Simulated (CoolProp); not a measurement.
Properties of sulfur dioxide at several states (Tc = 430.6 K, pc = 7.887 MPa, ω = 0.256).

Values from CoolProp's reference Helmholtz-energy equation of state, Gao 2016.

```tsv
T (K)	p (MPa)	phase	cp (kJ/(kg K))	speed of sound (m/s)	isothermal compressibility (1/MPa)
414.3	1.44	gas	…	245.5	…
260.9	4.35	liquid	1.354	…	0.001002
393.8	0.0134	gas	0.6763	…	74.69
299.3	0.0281	gas	0.6304	…	35.75
```

Complete the blanks.


- 414.3, cp (kJ/(kg K)): 0.7839
- 414.3, isothermal compressibility (1/MPa): 0.7558
- 260.9, speed of sound (m/s): 1055
- 393.8, speed of sound (m/s): 251.4
- 299.3, speed of sound (m/s): 220.9
